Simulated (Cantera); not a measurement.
Cantera run:

```python
import numpy as np
import cantera as ct

gas_names = """
    H HNO HNO2 HNO3 HO2 H2 H2O H2O2 N NH NH2 NH3 NH2OH NO NO2 NO3 N2 N2H2 N2H4 N2O O OH O2 O3 Si SiH
    SiH2 SiH3 SiH4 SiN SiO SiO2 Si2 Si2N Si3
""".split()
cond_names = """
    H2O(s) H2O(L) Si(cr) Si(L) SiO2(Lqz) SiO2(hqz) SiO2(L) Si2N2O(s) Si3N4(a)
""".split()


# ... load() reads the species with a 1 bar reference pressure and builds the phases ...
atoms = {
    'Si2H6': {'Si': 2, 'H': 6},
    'O2': {'O': 2},
    'N2': {'N': 2},
}
top_T = {'Si2N2O(s)': 2100, 'Si3N4(a)': 2400}  # K; cautious upper limits of use, not melting points


# ... equilibrate(T, P, feed) seeds the gas with the atoms and calls Mixture.equilibrate('TP', solver="vcs", rtol=1e-11, max_steps=5000) ...
results = []
feed = {'Si2H6': 1, 'O2': 0.8, 'N2': 10}  # mol
P = 13000  # Pa
for T in [1250, 1325, 1400, 1475, 1550, 1625, 1700, 1775, 1850, 1925, 2000]:
    mix = equilibrate(T, P, feed)
    results.append((T, P, feed, dict(zip(mix.species_names, mix.species_moles))))
    x = sorted(zip(gas.X, gas.species_names), reverse=True)
    print(f"T = {T:g} K  P = {P:g} Pa  gas = {mix.phase_moles(0):.4g} mol")
    print("   x: " + "  ".join(f"{s} {v:.3e}" for v, s in x if v > 0.001))
    print("   condensed (mol): " + ("  ".join(f"{mix.phase(i).name} {mix.phase_moles(i):.4g}"
          for i in range(1, mix.n_phases) if mix.phase_moles(i) > 1e-12) or "none"))
```

Output:

```
T = 1250 K  P = 13000 Pa  gas = 12.2 mol
   x: N2 7.541e-01  H2 2.459e-01
   condensed (mol): SiO2(hqz) 0.3996  Si2N2O(s) 0.8002
T = 1325 K  P = 13000 Pa  gas = 12.2 mol
   x: N2 7.541e-01  H2 2.458e-01
   condensed (mol): SiO2(hqz) 0.3995  Si2N2O(s) 0.8002
T = 1400 K  P = 13000 Pa  gas = 12.2 mol
   x: N2 7.541e-01  H2 2.458e-01
   condensed (mol): SiO2(hqz) 0.3994  Si2N2O(s) 0.8003
T = 1475 K  P = 13000 Pa  gas = 12.2 mol
   x: N2 7.541e-01  H2 2.458e-01
   condensed (mol): SiO2(hqz) 0.3993  Si2N2O(s) 0.8003
T = 1550 K  P = 13000 Pa  gas = 12.2 mol
   x: N2 7.540e-01  H2 2.457e-01
   condensed (mol): SiO2(hqz) 0.3987  Si2N2O(s) 0.7998
T = 1625 K  P = 13000 Pa  gas = 12.21 mol
   x: N2 7.535e-01  H2 2.455e-01
   condensed (mol): SiO2(hqz) 0.3958  Si2N2O(s) 0.7971
T = 1700 K  P = 13000 Pa  gas = 12.27 mol
   x: N2 7.512e-01  H2 2.443e-01  SiO 4.135e-03
   condensed (mol): SiO2(L) 0.3821  Si2N2O(s) 0.7836
T = 1775 K  P = 13000 Pa  gas = 12.51 mol
   x: N2 7.417e-01  H2 2.396e-01  SiO 1.819e-02
   condensed (mol): SiO2(L) 0.3231  Si2N2O(s) 0.7248
T = 1850 K  P = 13000 Pa  gas = 13.49 mol
   x: N2 7.058e-01  H2 2.219e-01  SiO 7.150e-02
   condensed (mol): SiO2(L) 0.07726  Si2N2O(s) 0.4791
T = 1925 K  P = 13000 Pa  gas = 13.81 mol
   x: N2 6.952e-01  H2 2.166e-01  SiO 8.689e-02  H 1.234e-03
   condensed (mol): Si2N2O(s) 0.3999
T = 2000 K  P = 13000 Pa  gas = 13.83 mol
   x: N2 6.945e-01  H2 2.158e-01  SiO 8.719e-02  H 2.095e-03
   condensed (mol): Si2N2O(s) 0.394
```

Equilibrium computed with Cantera from the NASA thermochemical tables; the gas is ideal and each condensed phase is pure. The feed counts by its element totals alone. N2 is the only nitrogen source here; it is nearly inert below about 1500 K, so the nitride shown seldom forms there in practice. Mutual solubility and eutectic melting of coexisting phases are not modelled. The tables' values for SiN are old estimates; treat these amounts as uncertain. The tables hold silica as quartz up to 1696 K and as liquid above; real silica turns to tridymite and cristobalite and melts near 1996 K. Gases not in the tables: Si2H6 and higher silanes.
